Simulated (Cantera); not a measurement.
Stirred combustor or abatement burner

A perfectly stirred reactor is fed with H2 : O2 : N2 = 1 : 0.676 : 2.5 (molar parts), at 7.40 bar; it is adiabatic with a 498 K inlet, and is followed from long to short residence time, starting on the burning branch (τ in s: 0.049, 0.024, 0.012, 0.0057, 0.0028, 0.0013, 0.00066, 0.00032, 0.00016, 7.6e-05, 3.7e-05, 1.8e-05, 8.8e-06).

Model: the H2/O2 subset of GRI-Mech 3.0, which has no nitrogen chemistry, integrated in Cantera. The hydrogen kinetics of GRI-Mech 3.0 are dated; newer H2 mechanisms differ, most at raised pressure.

```csv
τ (s),T (K),x H2,x O2,x H2O,x O,x H
0.049,2259,0.000774,0.0470,0.269,0.000319,8.21e-5
0.024,2259,0.000795,0.0470,0.269,0.000324,8.48e-5
0.012,2258,0.000836,0.0470,0.268,0.000334,9.01e-5
0.0057,2257,0.000924,0.0469,0.268,0.000357,0.000102
0.0028,2255,0.00109,0.0469,0.268,0.000400,0.000125
0.0013,2250,0.00142,0.0469,0.267,0.000490,0.000178
0.00066,2242,0.00195,0.0470,0.266,0.000637,0.000274
0.00032,2229,0.00286,0.0470,0.264,0.000903,0.000476
0.00016,2210,0.00423,0.0472,0.262,0.00131,0.000853
7.6e-5,2179,0.00646,0.0477,0.258,0.00200,0.00162
3.7e-5,2135,0.00959,0.0486,0.252,0.00297,0.00298
1.8e-5,2073,0.0139,0.0501,0.245,0.00428,0.00530
8.8e-6,1990,0.0197,0.0526,0.235,0.00586,0.00889
```
x: mole fraction; the columns are a selection and need not sum to one.
